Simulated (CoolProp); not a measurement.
Vapour-liquid equilibrium of dimethyl ether (1) + isobutane (2) at 194 K; x and y are mole fractions of (1).

Computed with CoolProp (multi-fluid Helmholtz-energy mixture model, Wu 2011 and Bücker 2006; pair parameters Bell 2016).

Q: Give the bubble pressure and the first vapour's composition at x = 0.65, 0.8, 0.95. Is there an azeotrope?

A: x = 0.65: 4.460 kPa, y = 0.715; x = 0.8: 4.513 kPa, y = 0.798; x = 0.95: 4.407 kPa, y = 0.931. y crosses x between x = 0.65 and 0.8: the model has an azeotrope there.

The pair parameters rest on a limited set of measurements; away from them the model extrapolates.
